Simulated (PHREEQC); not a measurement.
Consider water at 25 °C with 0.05 mol KOH and 0.21 mol K2SO4 per kg of water. It is in equilibrium with CO2 at log p = -3.4 (atm). Otherwise closed; pH follows from the charge balance.

All values are PHREEQC results (ion-association model, phreeqc.dat), not measurements.

Problem. The ionic strength comes out as 0.549 mol/kgw. What activity coefficients do KSO4-, SO4-2, OH-, CO3-2, K+ get?

Solution. KSO4- 0.69, SO4-2 0.20, OH- 0.63, CO3-2 0.22, K+ 0.64.

No solid was allowed to form.
